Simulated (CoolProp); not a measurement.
Neopentane at 361.28 K and 0.586 MPa is throttled through a valve to 0.302 MPa with no heat exchange. Each further row changes one setting.

The numbers come from the reference Helmholtz-energy equation of state, Lemmon 2006 in CoolProp. It is a short technical equation, of lower accuracy than the large ones.

```csv
case,temperature change (K),final density (kg/m³)
as stated,-4.3,…
outlet pressure 0.0906 MPa,…,…
outlet pressure 0.393 MPa,…,…
```

Task: What belongs in the gaps?

Result: 
- as stated, final density (kg/m³): 7.83
- outlet pressure 0.0906 MPa, temperature change (K): -7.3
- outlet pressure 0.0906 MPa, final density (kg/m³): 2.26
- outlet pressure 0.393 MPa, temperature change (K): -3.0
- outlet pressure 0.393 MPa, final density (kg/m³): 10.4
